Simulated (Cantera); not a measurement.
# PbO + CO + N₂ (carbothermic reduction)

Charge: 1 mol PbO, 20 mol CO, 0.21 mol N₂, equilibrated at 4.50 bar.

Cantera equilibrium calculation (NASA polynomials, part measured and part estimated; ideal gas, pure solids and liquids). Candidate condensed phases: C, Pb, PbO, PbO₂, Pb₃O₄; 27 gas species. Gases not in the tables: (PbO)n polymers. Kinetics and transport are ignored.

From 750 °C to 950 °C the condensed part is C(graphite) + Pb(l). From 1050 °C to 1450 °C the condensed part is Pb(l). From 1550 °C to 1750 °C nothing is condensed.

| T (°C) | log p CO | log p CO₂ | log p Pb | log p N₂ | log p Pb₂ | log p PbO | log p NO | log p O | n C(graphite) | n Pb(l) |
|---|---|---|---|---|---|---|---|---|---|---|
| 750 | 0.38 | 0.31 | -4.57 | -1.19 | -9.93 | -10.17 | <-11 | <-11 | 5.63 | 1.000 |
| 850 | 0.56 | -0.10 | -3.74 | -1.28 | -8.53 | -9.21 | <-11 | <-11 | 2.21 | 0.999 |
| 950 | 0.62 | -0.61 | -3.04 | -1.33 | -7.37 | -8.51 | <-11 | <-11 | 0.0896 | 0.996 |
| 1050 | 0.63 | -0.65 | -2.45 | -1.33 | -6.39 | -7.46 | <-11 | <-11 | 0 | 0.984 |
| 1150 | 0.63 | -0.65 | -1.95 | -1.33 | -5.55 | -6.52 | -10.48 | <-11 | 0 | 0.950 |
| 1250 | 0.62 | -0.66 | -1.51 | -1.33 | -4.83 | -5.72 | -9.58 | <-11 | 0 | 0.862 |
| 1350 | 0.62 | -0.66 | -1.13 | -1.34 | -4.20 | -5.01 | -8.80 | -10.57 | 0 | 0.664 |
| 1450 | 0.61 | -0.67 | -0.80 | -1.35 | -3.65 | -4.39 | -8.11 | -9.57 | 0 | 0.259 |
| 1550 | 0.61 | -0.67 | -0.67 | -1.35 | -3.50 | -4.02 | -7.50 | -8.68 | 0 | 0 |
| 1650 | 0.61 | -0.67 | -0.67 | -1.35 | -3.60 | -3.79 | -6.94 | -7.89 | 0 | 0 |
| 1750 | 0.61 | -0.67 | -0.67 | -1.35 | -3.68 | -3.59 | -6.45 | -7.17 | 0 | 0 |
log p: log10 of the partial pressure in bar; n: condensed amount in mol.
